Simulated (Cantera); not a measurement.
Charge: 1 mol Si3N4, 0.054 mol CO2, 5.4 mol H2, at 1900 °C and 3.20 mbar.

Equilibrium computed with Cantera from the NASA thermochemical tables; the gas is ideal and each condensed phase is pure. Candidate condensed phases: C, C6H6, C7H8, C8H18, H2O, Si, SiC, SiO2, Si2N2O, Si3N4; 151 gas species. The tables' values for SiN are old estimates; treat these amounts as uncertain. Gases not in the tables: Si2H6 and higher silanes. Equilibrium is a limit: real reactors are often held back by kinetics, nucleation or transport.

Base state: H2 0.594, N2 0.232, Si 0.0885, H 0.0658, SiO 0.00923, CO 0.00333, Si2C 0.00236, SiH 0.00180 (mole fractions); condensed: Si(l).

Question: What changes in the equilibrium state with this change: CO2 from 0.054 to 0.036 mol?

Answer: 
| species | before | after |
|---|---|---|
| H2 | 0.594 | 0.597 |
| N2 | 0.232 | 0.233 |
| Si | 0.0885 | 0.0885 |
| SiO | 0.00923 | 0.00654 |
| CO | 0.00333 | 0.00188 |
| H | 0.0658 | 0.0660 |
| SiC2 | 1.86e-5 | 1.17e-5 |
| Si2C | 0.00236 | 0.00187 |
| HNC | 3.82e-5 | 3.05e-5 |
| Si(l), mol | 2.06 | 2.10 |
